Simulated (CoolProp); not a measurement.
Saturation properties of R124 (Tc = 395.4 K, pc = 36.24 bar, ω = 0.288).

Values from CoolProp's reference Helmholtz-energy equation of state, de Vries 1995.

| T (K) | p (bar) | vapour density (kg/m³) | enthalpy of vaporisation (kJ/kg) | liquid conductivity (mW/(m K)) |
|---|---|---|---|---|
| 181.1 | 0.005505 | 0.04994 | 200.1 | 110 |
| 189.1 | [?] | [?] | 196.8 | 107 |
| 197.1 | 0.02349 | 0.1962 | 193.5 | 105 |
| 205.1 | 0.04391 | 0.3530 | 190.2 | 102 |
| 213.1 | 0.07762 | 0.6019 | 186.8 | [?] |
| 221.1 | 0.1306 | 0.9797 | 183.5 | 96.5 |
| 229.1 | 0.2106 | 1.530 | 180.1 | 93.6 |
| 237.1 | 0.3267 | 2.307 | 176.7 | 90.8 |
| 245.2 | 0.4924 | 3.384 | 173.2 | 87.9 |
| 253.2 | 0.7161 | 4.805 | 169.6 | 85.1 |
| 261.2 | 1.014 | 6.658 | [?] | 82.3 |
| 269.2 | 1.401 | 9.031 | 162.0 | 79.5 |
| 277.2 | 1.895 | 12.02 | 158.0 | [?] |

Q: Some entries are withheld; supply them.

A: 
- 189.1, p (bar): 0.01179
- 189.1, vapour density (kg/m³): 0.1025
- 213.1, liquid conductivity (mW/(m K)): 99.3
- 261.2, enthalpy of vaporisation (kJ/kg): 165.8
- 277.2, liquid conductivity (mW/(m K)): 76.7

It boils at 261.2 K under 1 atm.

Thermal conductivity comes from a separate model (Huber 2003), an estimate that may be off by 10 % or more.
